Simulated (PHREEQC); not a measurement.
Solution (20 °C): 0.54 mmol/kgw PbCl2 and 7.5 mmol/kgw KNO3. Closed to the air; pH follows from the charge balance.

Equilibrium calculation in PHREEQC: ion-association model, phreeqc.dat.

No solid was allowed to form.

Order these Pb species by the share of Pb that they hold, largest first: PbOH+, PbNO3+, Pb+2, PbCl+.

Pb+2 (90 %), PbNO3+ (6.7 %), PbCl+ (2.3 %), PbOH+ (0.51 %)

The pH is 5.59 and the ionic strength 0.00902 mol/kgw.
